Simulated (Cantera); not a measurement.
A closed system holds: 1 mol borazine, 0.2 mol O₂, 35 mol N₂, 0.88 mol H₂O, held at 2325 K and 0.133 bar.

Equilibrium computed with Cantera from the NASA thermochemical tables; the gas is ideal and each condensed phase is pure. Candidate condensed phases: B, BN, B₂O₃, B₃O₃H₃, H₂O; 39 gas species. The feed counts by its element totals alone. The tables' values for BH₂ are old estimates; treat these amounts as uncertain. Equilibrium is a limit: real reactors are often held back by kinetics, nucleation or transport.

Base state: N₂ 0.878, H₂ 0.0852, BO 0.0134, HBO 0.0118, H 0.00879, B₂O₂ 0.00293, B₂O 0.000101, B₂O₃ 8.12e-5 (mole fractions); condensed: BN(s).

Question: What changes in the equilibrium state with this change: H₂O from 0.88 to 2.3 mol?

Answer: 
```json
[
 {"species": "N₂", "before": "0.878", "after": "0.832"},
 {"species": "H₂", "before": "0.0852", "after": "0.105"},
 {"species": "BO", "before": "0.0134", "after": "0.0222"},
 {"species": "HBO", "before": "0.0118", "after": "0.0218"},
 {"species": "B₂O₃", "before": "8.12e-5", "after": "0.000362"},
 {"species": "HBO₂", "before": "5.27e-5", "after": "0.000157"},
 {"species": "B₂O₂", "before": "0.00293", "after": "0.00809"},
 {"species": "BN(s), mol", "before": "1.72", "after": "0.311"}
]
```
